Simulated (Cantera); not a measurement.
Source: NASA polynomial tables (part measured, part estimated), evaluated in Cantera. Values are per mole of reaction as written; species without (g) are pure solids or liquids, kept so even where they would boil at 1 bar.

a) 2 B + O₂(g) = B₂O₂(g)
b) 2 Si + O₂(g) = 2 SiO(g)
c) Nb + O₂(g) = NbO₂
d) 2 Pb + O₂(g) = 2 PbO(g)

Question: Order these by ΔG° at 300 K, most negative first.

Answer: c (-739 kJ), a (-464 kJ), b (-255 kJ), d (97 kJ)
